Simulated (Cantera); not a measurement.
Input: 1 mol SiH2Cl2, 0.7 mol O2, 25 mol H2, equilibrated at 0.510 bar.

Method: chemical equilibrium by Gibbs-energy minimisation in Cantera with the NASA 1993 tables (ideal gas, pure condensed phases). Candidate condensed phases: H2O, Si, SiO2; 30 gas species. Mutual solubility and eutectic melting of coexisting phases are not modelled. The tables' values for SiCl3 are old estimates; treat these amounts as uncertain. The tables hold silica as quartz up to 1696 K and as liquid above; real silica turns to tridymite and cristobalite and melts near 1996 K. Rates play no part. All values below are at 1423 K.

Base state: H2 0.940, HCl 0.0490, SiCl2 0.00769, SiCl3 0.00117, SiHCl3 0.00104, SiCl4 0.000699, SiH2Cl2 0.000237, SiO 0.000231 (mole fractions); condensed: Si(s) + SiO2(β-quartz).

Problem. What changes in the equilibrium state with this change: SiH2Cl2 replaced by TEOS?

Solution. 
| species | before | after |
|---|---|---|
| H2 | 0.940 | 0.910 |
| CO | 0 | 0.0886 |
| CH4 | 0 | 0.00161 |
| HCl | 0.0490 | 0 |
| SiO | 0.000231 | 2.30e-6 |
| SiCl2 | 0.00769 | 0 |
| SiCl3 | 0.00117 | 0 |
| Si(s), mol | 0.00474 | 0 |
| SiO2(β-quartz), mol | 0.697 | 1.000 |
| C(graphite), mol | 0 | 4.54 |
The feed counts by its element totals alone. Further candidate phases: C, C6H6, C7H8, C8H18, SiC.

Problem. What changes in the equilibrium state with this change: H2 from 25 to 45 mol?

Solution. 
```json
[
 {"species": "H2", "before": "0.940", "after": "0.962"},
 {"species": "HCl", "before": "0.0490", "after": "0.0330"},
 {"species": "SiCl2", "before": "0.00769", "after": "0.00341"},
 {"species": "SiCl4", "before": "0.000699", "after": "0.000138"},
 {"species": "SiCl3", "before": "0.00117", "after": "0.000345"},
 {"species": "SiHCl3", "before": "0.00104", "after": "0.000312"},
 {"species": "SiH2Cl2", "before": "0.000237", "after": "0.000108"},
 {"species": "SiH3Cl", "before": "1.56e-5", "after": "1.07e-5"},
 {"species": "Si(s), mol", "before": "0.00474", "after": "0.0915"},
 {"species": "SiO2(β-quartz), mol", "before": "0.697", "after": "0.695"}
]
```
